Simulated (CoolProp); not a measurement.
R410A at 293.15 K and 2.33 MPa flows at 1.6 m/s in a round tube of 25 mm bore and 0.25 µm roughness, fully developed (64/Re and Nu = 3.66 if laminar; Colebrook and Gnielinski if turbulent). Each further row changes one setting.

Model: reference Helmholtz-energy equation of state, Lemmon 2003, in CoolProp. It is a pseudo-pure fit of the blend.

```csv
case,Reynolds number,Darcy friction factor,pressure drop (Pa/m),heat-transfer coefficient (W/(m² K)),mass flow (kg/h)
as stated,(withheld),(withheld),797,3620,3080
velocity 3.2 m/s,671000,0.0127,(withheld),6540,(withheld)
diameter 50 mm,671000,(withheld),351,(withheld),12300
```

Question: Some entries are withheld; supply them.

Answer: 
- as stated, Reynolds number: 335000
- as stated, Darcy friction factor: 0.0143
- velocity 3.2 m/s, pressure drop (Pa/m): 2830
- velocity 3.2 m/s, mass flow (kg/h): 6170
- diameter 50 mm, Darcy friction factor: 0.0126
- diameter 50 mm, heat-transfer coefficient (W/(m² K)): 3250

Viscosity comes from a separate model (Geller 2000). Thermal conductivity comes from a separate model (Geller 2001).
